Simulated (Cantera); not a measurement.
Input (Python, Cantera):

```python
import numpy as np
import cantera as ct

gas = ct.Solution("gri30.yaml")


def delay(T, t_max=10):
    gas.TPX = T, 1000000, {'CO': 1, 'H2': 0.064, 'CH4': 0.05, 'O2': 1.47, 'N2': 5.53, 'H2O': 0.23}
    reactor = ct.IdealGasConstPressureReactor(gas, clone=False)
    net = ct.ReactorNet([reactor])
    net.rtol, net.atol = 1e-8, 1e-16
    while net.time < t_max:
        t_old, T_old = net.time, reactor.T
        net.step()
        if reactor.T > T + 400:  # ignition: a rise of 400 K
            return t_old + (T + 400 - T_old) / (reactor.T - T_old) * (net.time - t_old)
    return np.nan


taus = []
for T in [1200, 1300, 1400, 1500, 1600, 1700, 1800, 1900, 2000]:
    taus.append(delay(T))
    print(f"T0 = {T:6g} K   tau = {taus[-1]:.4e} s")
```

Result:

```
T0 =   1200 K   tau = 2.3357e-04 s
T0 =   1300 K   tau = 6.6134e-05 s
T0 =   1400 K   tau = 2.6525e-05 s
T0 =   1500 K   tau = 1.4496e-05 s
T0 =   1600 K   tau = 9.7455e-06 s
T0 =   1700 K   tau = 7.4014e-06 s
T0 =   1800 K   tau = 6.0683e-06 s
T0 =   1900 K   tau = 5.2546e-06 s
T0 =   2000 K   tau = 4.7568e-06 s
```

Cantera simulation using GRI-Mech 3.0 (53 species, 325 reactions); the numbers are that mechanism's predictions, not measurements. Where the delays flatten at high temperature, the 400 K rule measures the pace of heat release, not the induction time.
